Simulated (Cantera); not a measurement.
Charge: 1 mol Si, 0.87 mol Cl2, 2.3 mol H2, a varied amount of HCl, held at 675 K and 280000 Pa.

These are equilibrium values from Cantera (NASA tables, ideal gas, pure condensed phases), not measurements of a reactor. Candidate condensed phases: Si; 19 gas species. Rates play no part.

log p: log10 of the partial pressure in bar; n: condensed amount in mol.

| n(HCl) (mol) | log p H2 | log p SiCl4 | log p SiHCl3 | log p HCl | n Si(s) |
|---|---|---|---|---|---|
| 0.51 | 0.35 | -0.48 | -0.61 | -3.41 | ? |
| 0.67 | 0.34 | -0.47 | -0.60 | -3.40 | ? |
| 0.88 | 0.34 | -0.45 | -0.59 | -3.40 | ? |
| 1.2 | 0.33 | -0.42 | -0.58 | -3.40 | ? |
| 1.5 | 0.33 | -0.41 | -0.57 | -3.40 | ? |
| 2 | 0.33 | -0.30 | -0.77 | -3.08 | 0 |
| 2.7 | 0.29 | -0.24 | -3.23 | -0.60 | 0 |

Q: Fill in the missing entries.

A: 
- 0.51, n Si(s): 0.365
- 0.67, n Si(s): 0.321
- 0.88, n Si(s): 0.263
- 1.2, n Si(s): 0.174
- 1.5, n Si(s): 0.0908
